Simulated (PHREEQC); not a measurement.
## Spent oxide etchant: an equilibrium model

Make-up at 25 °C: 41 mmol/kgw HF, 2.5 mmol/kgw (NH4)2SiF6, 3.1 mmol/kgw H3PO4 and 0.23 mmol/kgw H2SO4. Closed to the air; pH follows from the charge balance.

Model: ion-association model, wateq4f.dat, run in PHREEQC.

| Item | Result |
|---|---|
| pH | 2.23 |
| ionic strength | 0.0142 mol/kgw |
| total alkalinity | -54.6 meq/kg |

| species | molality | activity | log γ |
|---|---|---|---|
| HF | 0.0311 | 0.0312 | 0.001 |
| H+ | 0.00658 | 0.00593 | -0.045 |
| NH4+ | 0.00499 | 0.00443 | -0.052 |
| F- | 0.00396 | 0.00350 | -0.054 |
| H2F2 | 0.00252 | 0.00253 | 0.001 |
| SiF6-2 | 0.00250 | 0.00156 | -0.203 |
| H2PO4- | 0.00175 | 0.00156 | -0.050 |
| H3PO4 | 0.00135 | 0.00136 | 0.001 |
| HF2- | 0.000474 | 0.000419 | -0.054 |
| SO4-2 | 0.000159 | 9.94e-5 | -0.204 |
| HSO4- | 6.46e-5 | 5.73e-5 | -0.052 |

No solid was allowed to form. wateq4f.dat counts part of the HF as a dimer, H2F2, which phreeqc.dat doesn't know; its constant is uncertain. H3PO4, which wateq4f.dat lacks, is added to it with the constant of phreeqc.dat. SiF6-2 is the database's only silicon fluoride.
